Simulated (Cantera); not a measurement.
**Moist CO burnout**

An isothermal, constant-pressure homogeneous reactor starts with 0.556 % CO, 0.361 % O₂, 6.12 % H₂O, 92.7 % N₂, 0.287 % H₂, equivalence ratio 1.2, at 1348 K and 0.987 atm.

Model: GRI-Mech 3.0 (53 species, 325 reactions), integrated in Cantera.

| t (s) | x CO | x O₂ | x H₂O | x OH | x NO | x CO₂ | x H₂O₂ |
|---|---|---|---|---|---|---|---|
| 8.00e-6 | 0.00556 | 0.00361 | 0.0612 | 3.69e-11 | <1e-12 | 6.63e-11 | <1e-12 |
| 5.04e-5 | 0.00556 | 0.00361 | 0.0612 | 4.40e-10 | <1e-12 | 5.70e-10 | 1.90e-12 |
| 0.000318 | 0.00556 | 0.00361 | 0.0612 | 2.45e-8 | <1e-12 | 3.37e-8 | 4.00e-11 |
| 0.00201 | 0.00232 | 0.00177 | 0.0612 | 0.000340 | 1.35e-7 | 0.00325 | 2.93e-7 |
| 0.0126 | 0.000261 | 0.000220 | 0.0628 | 9.31e-5 | 3.77e-7 | 0.00532 | 5.41e-8 |
| 0.0798 | 0.000179 | 1.35e-5 | 0.0632 | 1.86e-5 | 3.98e-7 | 0.00540 | 3.35e-9 |
| 0.503 | 0.000174 | 2.82e-7 | 0.0632 | 2.22e-6 | 4.00e-7 | 0.00541 | 5.38e-11 |
| 3.17 | 0.000173 | 6.11e-9 | 0.0632 | 2.84e-7 | 3.98e-7 | 0.00541 | <1e-12 |
| 20.0 | 0.000173 | 2.06e-10 | 0.0632 | 7.80e-8 | 3.95e-7 | 0.00541 | <1e-12 |
x: mole fraction; the columns are a selection and need not sum to one.

Equilibrium at this temperature and pressure: CO 0.000173, O₂ 1.47e-10, H₂O 0.0632, OH 7.37e-8, NO 1.55e-8, CO₂ 0.00541, H₂O₂ <1e-12 (gas phase only).
